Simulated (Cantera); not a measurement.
Thermodynamics of calcination and drying, feed MgCO₃ + H₂ + H₂O

Input: 1 mol MgCO₃, 1.9 mol H₂, 0.53 mol H₂O, held at 748.15 K and 54000 Pa.

Equilibrium computed with Cantera from the NASA thermochemical tables; the gas is ideal and each condensed phase is pure. Candidate condensed phases: C, C₆H₆, C₇H₈, C₈H₁₈, H₂O, Mg, MgCO₃, MgO, Mg(OH)₂; 116 gas species. Equilibrium is a limit: real reactors are often held back by kinetics, nucleation or transport.

```yaml
x(H₂O): 0.396
x(H₂): 0.257
x(CO₂): 0.228
x(CH₄): 0.0944
x(CO): 0.0238
n(MgO(s)): 1.00 mol
gas_amount: 2.885 mol
log10 activity of C(graphite) (absent): -0.10
log10 activity of MgCO₃(s) (absent): -1.76
log10 activity of Mg(s) (absent): -22.13
```
